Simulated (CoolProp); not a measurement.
Properties of isohexane along the isobar 3340 kPa.

Computed with CoolProp (reference Helmholtz-energy equation of state, Lemmon 2006). It is a short technical equation, of lower accuracy than the large ones.

```tsv
T (°C)	phase	density (kg/m³)	cp (kJ/(kg K))	cv (kJ/(kg K))	isothermal compressibility (1/MPa)
27.25	liquid	650.3	2.237	1.741	0.001750
32.35	liquid	645.8	2.261	1.762	0.001835
37.45	liquid	641.2	2.285	1.783	0.001925
42.45	liquid	636.6	2.309	1.803	0.002019
47.55	liquid	631.9	2.334	1.825	0.002121
52.65	liquid	627.2	2.359	1.846	0.002231
57.75	liquid	622.4	2.384	1.867	0.002349
62.75	liquid	617.7	2.409	1.888	0.002474
67.85	liquid	612.8	2.435	1.909	0.002610
72.95	liquid	607.9	2.460	1.931	0.002758
77.95	liquid	603.0	2.486	1.952	0.002915
83.05	liquid	597.9	2.513	1.973	0.003088
```
